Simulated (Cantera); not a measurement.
Cantera run:

```python
import numpy as np
import cantera as ct

gas_names = """
    Fe FeO Fe(OH)2 H HO2 H2 H2O H2O2 H2S H2SO4 O OH O2 O3 S SH SO SO2 SO3 S2 S2O S8
""".split()
cond_names = """
    Fe(a) Fe(c) Fe(d) Fe(L) FeO(s) FeO(L) Fe(OH)2(s) Fe(OH)3(s) FeS(a) FeS(b) FeS(c) FeS(L) FeSO4(s)
    FeS2(s) Fe2O3(s) Fe2S3O12(s) Fe3O4(s) H2O(s) H2O(L) H2SO4(L) S(cr1) S(cr2) S(L)
""".split()


# ... load() reads the species with a 1 bar reference pressure and builds the phases ...
atoms = {
    'Fe2O3': {'Fe': 2, 'O': 3},
    'SO2': {'S': 1, 'O': 2},
    'H2O': {'H': 2, 'O': 1},
}
top_T = {'FeSO4(s)': 950, 'FeS2(s)': 1010, 'Fe2O3(s)': 1830, 'Fe2S3O12(s)': 1100, 'Fe3O4(s)': 1870}  # K; cautious upper limits of use, not melting points


# ... equilibrate(T, P, feed) seeds the gas with the atoms and calls Mixture.equilibrate('TP', solver="vcs", rtol=1e-11, max_steps=5000) ...
results = []
feed = {'Fe2O3': 1, 'SO2': 0.079, 'H2O': 4.2}  # mol
P = 10000  # Pa
for T in [650, 750, 850, 950, 1050, 1150, 1250, 1350, 1450, 1550]:
    mix = equilibrate(T, P, feed)
    results.append((T, P, feed, dict(zip(mix.species_names, mix.species_moles))))

top = {s: max(r[3][s] / sum(r[3][g] for g in gas_names) for r in results) for s in gas_names}
cols = sorted((s for s in top if top[s] > 1e-05), key=lambda s: -top[s])[:9]
seen = [c for c in cond_names if any(r[3].get(c, 0) > 1e-12 for r in results)]
print("log10 of partial pressures in bar; condensed amounts in mol")
print(f"{'T/K':>10s}" + "".join(f"{s[:9]:>10s}" for s in cols + seen))
for T, P, feed, n in results:
    ng = sum(n[g] for g in gas_names)
    print(f"{T:10.4g}" + "".join(f"{np.log10(max(n[s] / ng * P / 1e5, 1e-99)):10.3f}" for s in cols)
          + "".join(f"{n.get(c, 0):10.4g}" for c in seen))
```

Result:

```
log10 of partial pressures in bar; condensed amounts in mol
       T/K       H2O        O2       SO2        OH        H2       SO3  Fe2O3(s)  Fe3O4(s)
       650    -1.008   -18.355    -2.734   -15.923    -8.820    -8.887         1         0
       750    -1.008   -14.605    -2.734   -13.251    -8.063    -8.070         1         0
       850    -1.008   -11.774    -2.734   -11.214    -7.460    -7.461         1         0
       950    -1.008    -9.542    -2.734    -9.606    -6.976    -6.979         1         0
      1050    -1.008    -7.788    -2.734    -8.317    -6.556    -6.614         1         0
      1150    -1.008    -6.618    -2.734    -7.321    -6.066    -6.449         1         0
      1250    -1.008    -5.536    -2.734    -6.459    -5.702    -6.260    0.9994 0.0003897
      1350    -1.008    -4.084    -2.734    -5.592    -5.657    -5.833    0.9788   0.01416
      1450    -1.015    -2.836    -2.741    -4.849    -5.620    -5.471    0.6186    0.2543
      1550    -1.025    -2.427    -2.751    -4.373    -5.253    -5.499         0    0.6667
```

Equilibrium computed with Cantera from the NASA thermochemical tables; the gas is ideal and each condensed phase is pure. Mutual solubility and eutectic melting of coexisting phases are not modelled.
